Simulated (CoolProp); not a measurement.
Vapour-liquid equilibrium of ethylbenzene (1) + p-xylene (2) at 282.95 °C; x and y are mole fractions of (1).

Values from CoolProp's multi-fluid Helmholtz-energy mixture model, Zhou 2012 and Zhou 2012; pair parameters Bell 2016.

```tsv
x	bubble pressure (MPa)	y at the bubble point	dew pressure at overall composition x (MPa)	liquid density (mol/L)
0.05	1.618	0.051	1.618	5.350
0.125	1.623	0.128	1.623	5.354
0.2	1.627	0.203	1.627	5.358
0.275	1.631	0.279	1.631	5.363
0.35	1.635	0.354	1.634	5.368
0.425	1.638	0.429	1.638	5.374
0.5	1.641	0.503	1.640	5.380
0.575	1.643	?	1.643	?
0.65	1.646	0.653	1.645	5.392
0.725	1.648	0.727	1.648	5.398
0.8	1.650	0.802	1.650	5.405
0.875	1.652	0.876	1.652	?
0.95	1.655	0.951	1.655	?
```

Question: Fill in the missing entries.

Answer: 
- 0.575, y at the bubble point: 0.578
- 0.575, liquid density (mol/L): 5.386
- 0.875, liquid density (mol/L): 5.411
- 0.95, liquid density (mol/L): 5.418

No azeotrope shows between x = 0.05 and 0.95.

The pair parameters rest on a limited set of measurements; away from them the model extrapolates.
